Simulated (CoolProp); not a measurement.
Model: reference Helmholtz-energy equation of state, McLinden 2015, in CoolProp.

Question: For the fluoroketone C6F12O (FK-5-1-12), give the phase and the cp (kJ/(kg K)), speed of sound (m/s) at 494.2 K and 0.135 MPa.

Answer: 
- 494.2 K and 0.135 MPa: gas; cp 1.06, speed of sound 114
